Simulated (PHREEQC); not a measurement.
0.33 g of hydrous ferric oxide (600 m²/g; 0.2 weak and 0.005 strong sites per Fe, Dzombak-Morel constants, diffuse double layer) in 1 kg of water with 0.005 mol/kgw of an inert sodium salt and 2.9e-06 mol Na2SO4, 0.00023 mol SrCl2 and 0.0002 mol CuCl2, at 25 °C; the pH is set by adding NaOH or the inert anion's acid. O2 is buffered at 0.21 atm. CO2 from the air is kept out. Precipitation was switched off in this run.

Computed with PHREEQC (ion-association model, wateq4f.dat).

```tsv
pH	S sorbed (%)	Sr sorbed (%)	Cu sorbed (%)	surface charge σ (C/m²)	surface potential ψ (mV)
4	100.0	0.0	2.7	0.194	190
4.67	99.9	0.0	14.4	0.127	170
6	98.5	0.0	88.4	___	134
6.67	88.2	0.0	98.5	0.036	108
7.33	___	0.0	99.4	0.019	76
8.67	0.2	3.1	99.2	___	___
9.33	0.0	21.2	98.2	-0.004	-22
10	0.0	53.5	91.9	-0.008	-38
11.33	0.0	98.1	54.5	-0.027	-86
12	0.0	99.8	35.4	-0.070	-114
```

### Question
Fill in the missing entries.

### Answer

- 6, surface charge σ (C/m²): 0.061
- 7.33, S sorbed (%): 36.8
- 8.67, surface charge σ (C/m²): 0.001
- 8.67, surface potential ψ (mV): 5

Along this series the solution becomes supersaturated in solids that the run did not let form, among them Cu(OH)2. The database's constant for dissolved Cu(OH)2 is higher than later reviews accept.
